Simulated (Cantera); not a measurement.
Thermodynamics of carbothermic reduction, feed Fe₃O₄ + C + H₂

A closed system holds: 1 mol Fe₃O₄, a varied amount of C, 0.14 mol H₂, held at 2373 K and 133 Pa.

Method: chemical equilibrium by Gibbs-energy minimisation in Cantera with the NASA 1993 tables (ideal gas, pure condensed phases). Candidate condensed phases: C, C₆H₆, C₇H₈, C₈H₁₈, Fe, Fe(CO)₅, FeO, Fe(OH)₂, Fe(OH)₃, Fe₂O₃, Fe₃O₄, H₂O; 114 gas species. Rates play no part.

```tsv
n(C) (mol)	x CO	x Fe	x O₂	x CO₂	x FeO	x O	x H	x OH	n C(graphite)
0.68	0.0691	0.467	0.179	0.0589	0.0978	0.0868	0.0164	0.0144	0
0.84	0.0866	0.466	0.161	0.0699	0.0927	0.0823	0.0166	0.0139	0
1	0.105	0.466	0.143	0.0798	0.0874	0.0777	0.0169	0.0134	0
1.3	0.140	0.465	0.113	0.0949	0.0775	0.0690	0.0175	0.0123	0
1.6	0.178	0.463	0.0863	0.105	0.0675	0.0603	0.0182	0.0112	0
2	0.232	0.460	0.0563	0.111	0.0541	0.0487	0.0193	0.00952	0
2.4	0.290	0.455	0.0330	0.106	0.0410	0.0373	0.0205	0.00777	0
3	0.386	0.443	0.0108	0.0805	0.0228	0.0213	0.0228	0.00493	0
3.7	0.503	0.424	0.000729	0.0273	0.00567	0.00554	0.0262	0.00148	0
4.6	0.552	0.414	<1e-12	2.37e-9	4.37e-10	4.37e-10	0.0279	1.24e-10	0.598
```
x: gas mole fraction; n: condensed amount in mol.

From 0.68 mol C to 3.7 mol C nothing is condensed. At 4.6 mol C the condensed part is C(graphite). The main Fe-bearing gas is Fe throughout.
